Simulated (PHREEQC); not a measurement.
Solution (20 °C): 2 mmol/kgw NaHSO4 and 9.1 mmol/kgw Na2CO3. Closed to the air; pH follows from the charge balance.

All values are PHREEQC results (ion-association model, wateq4f.dat), not measurements.

**Question.** The ionic strength comes out as 0.0270 mol/kgw. What activity coefficients do HCO3-, SO4-2, NaSO4-, Na+, OH- get?

**Answer.** HCO3- 0.86, SO4-2 0.55, NaSO4- 0.86, Na+ 0.86, OH- 0.85.

This is a speciation only: nothing precipitates in the calculation.
